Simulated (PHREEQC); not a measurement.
Solution (25 °C): 150 mmol/kgw HF, 1.1 mmol/kgw NH4HF2, 1.1 mmol/kgw H4SiO4 and 0.9 mmol/kgw H3PO4. Closed to the air; pH follows from the charge balance.

Computed with PHREEQC (ion-association model, wateq4f.dat).

Each row changes one thing in this solution. No solid was allowed to form.

```csv
case,pH,ionic strength (mol/kgw),F- (mol/kgw),HF2- (mol/kgw),H3PO4 (mol/kgw),H2PO4- (mol/kgw),SI of Quartz (SiO2)
as made,2.01,0.0131,0.00695,0.00243,0.000507,0.000393,-8.07
H4SiO4 from 0.0011 to 0.00121 mol/kgw,2.00,…,0.00687,0.00239,…,0.000391,-8.01
H3PO4 replaced by K3PO4 at the same molality,2.07,0.0144,0.00794,0.00275,0.000476,0.000425,-8.17
NH4HF2 from 0.0011 to 0.0055 mol/kgw,2.09,0.0157,0.00876,0.00315,0.000463,0.000437,-8.33
NH4HF2 replaced by NaHF2 at the same molality,2.01,0.0131,0.00695,0.00243,0.000507,0.000393,-8.07
0.032 mol/kgw NH4HSO4 added,1.70,0.0703,0.00399,0.00145,0.000631,…,-7.73
0.075 mol/kgw HBr added,1.19,0.0802,0.00128,0.000476,0.000795,0.000105,-6.79
H3PO4 from 0.0009 to 9e-05 mol/kgw,2.02,0.0129,…,0.00246,5.03e-5,3.97e-5,-8.08
```

Task: What belongs in the gaps?

Result: 
- H4SiO4 from 0.0011 to 0.00121 mol/kgw, ionic strength (mol/kgw): 0.0133
- H4SiO4 from 0.0011 to 0.00121 mol/kgw, H3PO4 (mol/kgw): 0.000509
- 0.032 mol/kgw NH4HSO4 added, H2PO4- (mol/kgw): 0.000269
- H3PO4 from 0.0009 to 9e-05 mol/kgw, F- (mol/kgw): 0.00706

wateq4f.dat counts part of the HF as a dimer, H2F2, which phreeqc.dat doesn't know; its constant is uncertain. H3PO4, which wateq4f.dat lacks, is added to it with the constant of phreeqc.dat. SiF6-2 is the database's only silicon fluoride.
